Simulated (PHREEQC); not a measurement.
A PHREEQC input (ion-association model, phreeqc.dat):

```
SOLUTION 1
  temp 80
  units mg/L
  pH 7.56
  pe 0.3
  Na 85.6
  K 14
  Ca 208
  Mg 14.2
  Cl 215
  S(6) 5.04 as SO4
  Alkalinity 604 as HCO3
  Ba 2.75
END
USE solution 5
EQUILIBRIUM_PHASES 1
  Gypsum 0 0
  CO2(g) -2.5 10
END
```

It stops with these messages:

```
ERROR: Solution 5 not found.
```

The fault: USE names a solution that was never defined. The line should read `USE solution 1` where the input has `USE solution 5`. With the mend the run ends at pH 8.43 and ionic strength 0.0162 mol/kgw.
